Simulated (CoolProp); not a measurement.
Properties of ethylene along the isobar 4.33 MPa.

Model: reference Helmholtz-energy equation of state, Smukala 2000, in CoolProp.

```tsv
T (°C)	phase	density (kg/m³)	cp (kJ/(kg K))	Joule-Thomson coefficient (K/MPa)	isothermal compressibility (1/MPa)
6.65	gas	93.38	4.888	13.77	0.6054
22.15	gas	72.64	2.790	11.58	0.3794
37.55	gas	62.86	2.366	9.861	0.3247
53.05	gas	56.36	2.196	8.501	0.2979
68.55	gas	51.55	2.121	7.407	0.2819
84.05	gas	47.75	2.090	6.511	0.2711
99.45	gas	44.65	2.086	5.771	0.2634
114.95	gas	42.01	2.097	5.142	0.2576
130.45	gas	39.74	2.117	___	0.2530
145.95	gas	37.76	2.145	4.149	0.2494
161.35	gas	___	___	3.754	0.2465
176.85	gas	34.43	2.211	___	___
```

Question: Some entries are withheld; supply them.

Answer: 
- 130.45, Joule-Thomson coefficient (K/MPa): 4.608
- 161.35, density (kg/m³): 36.01
- 161.35, cp (kJ/(kg K)): 2.176
- 176.85, Joule-Thomson coefficient (K/MPa): 3.408
- 176.85, isothermal compressibility (1/MPa): 0.2441
